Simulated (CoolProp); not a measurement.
C3F8 (R218) at 293.15 K and 0.412 MPa flows at 0.19 m/s in a round tube of 12.7 mm bore and 0.25 µm roughness, fully developed (64/Re and Nu = 3.66 if laminar; Colebrook and Gnielinski if turbulent). Each further row changes one setting.

The numbers come from the reference Helmholtz-energy equation of state, Lemmon 2006 in CoolProp. It is a short technical equation, of lower accuracy than the large ones.

```tsv
case	Reynolds number	Darcy friction factor	pressure drop (Pa/m)	heat-transfer coefficient (W/(m² K))	mass flow (kg/h)
as stated	7150	?	?	22.7	3.06
velocity 0.38 m/s	14300	0.0282	?	?	6.12
diameter 25.4 mm	14300	0.0282	0.707	20.2	?
```

Question: What belongs in the gaps?

Answer: 
- as stated, Darcy friction factor: 0.0338
- as stated, pressure drop (Pa/m): 1.70
- velocity 0.38 m/s, pressure drop (Pa/m): 5.66
- velocity 0.38 m/s, heat-transfer coefficient (W/(m² K)): 40.5
- diameter 25.4 mm, mass flow (kg/h): 12.2

Viscosity comes from a separate model (Huber 2003), an estimate that may be off by 10 % or more. Thermal conductivity comes from a separate model (Huber 2003), an estimate that may be off by 10 % or more.
